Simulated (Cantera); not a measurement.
A perfectly stirred reactor is fed with H2 : O2 : N2 = 0.72 : 1 : 0.51 (molar parts), at 100.0 Torr; it is held at 1250 K, and followed from long to short residence time.

Computed with Cantera and GRI-Mech 3.0 (53 species, 325 reactions). The temperature is held fixed by assumption; the heat of reaction is taken as removed at once.

**Question.** What does this change do: temperature 1250 to 1200 K?

**Answer.** 
| quantity | before | after |
|---|---|---|
| x(H2) at τ = 20.0 s | 3.35e-5 | 4.10e-5 |
| x(O2) at τ = 20.0 s | 0.342 | 0.342 |
| x(H2O2) at τ = 20.0 s | 2.08e-7 | 2.87e-7 |
| x(O) at τ = 20.0 s | 1.74e-5 | 1.46e-5 |
| x(H) at τ = 20.0 s | 7.36e-7 | 6.70e-7 |
| x(H2) at τ = 47.0 ms | 0.00180 | 0.00217 |
| x(O2) at τ = 47.0 ms | 0.341 | 0.342 |
| x(H2O2) at τ = 47.0 ms | 2.35e-6 | 3.03e-6 |
| x(O) at τ = 47.0 ms | 0.00108 | 0.000912 |
| x(H) at τ = 47.0 ms | 0.000331 | 0.000297 |

**Question.** What does this change do: H2 0.72 to 0.26 parts?

**Answer.** 
```tsv
quantity	before	after
x(H2) at τ = 20.0 s	3.35e-5	1.60e-5
x(O2) at τ = 20.0 s	0.342	0.530
x(H2O2) at τ = 20.0 s	2.08e-7	9.91e-8
x(O) at τ = 20.0 s	1.74e-5	2.17e-5
x(H) at τ = 20.0 s	7.36e-7	3.94e-7
x(H2) at τ = 47.0 ms	0.00180	0.000788
x(O2) at τ = 47.0 ms	0.341	0.529
x(H2O2) at τ = 47.0 ms	2.35e-6	1.03e-6
x(O) at τ = 47.0 ms	0.00108	0.00128
x(H) at τ = 47.0 ms	0.000331	0.000175
```

**Question.** What does this change do: pressure from 100.0 Torr to 495 Torr?

**Answer.** 
```tsv
quantity	before	after
x(H2) at τ = 20.0 s	3.35e-5	1.92e-5
x(O2) at τ = 20.0 s	0.342	0.342
x(H2O2) at τ = 20.0 s	2.08e-7	1.20e-7
x(O) at τ = 20.0 s	1.74e-5	1.31e-6
x(H) at τ = 20.0 s	7.36e-7	3.26e-8
x(H2) at τ = 47.0 ms	0.00180	0.00119
x(O2) at τ = 47.0 ms	0.341	0.342
x(H2O2) at τ = 47.0 ms	2.35e-6	2.90e-6
x(O) at τ = 47.0 ms	0.00108	9.80e-5
x(H) at τ = 47.0 ms	0.000331	1.38e-5
```
